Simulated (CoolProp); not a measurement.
Vapour-liquid equilibrium of R152A (1) + methanol (2) at 4.05 °C; x and y are mole fractions of (1).

Model: multi-fluid Helmholtz-energy mixture model, Outcalt 1996 and de Reuck 1993; pair parameters Bell 2016, in CoolProp.

**Question.** Give the bubble pressure and the first vapour's composition at x = 0.75, 0.85, 0.95. Is there an azeotrope?

**Answer.** x = 0.75: 0.2407 MPa, y = 0.985; x = 0.85: 0.2629 MPa, y = 0.990; x = 0.95: 0.2895 MPa, y = 0.996. No azeotrope shows between x = 0.05 and 0.95.

The pair parameters rest on a limited set of measurements; away from them the model extrapolates. With so large a gap from Raoult's law the liquid may split in two, which this calculation doesn't test in full.
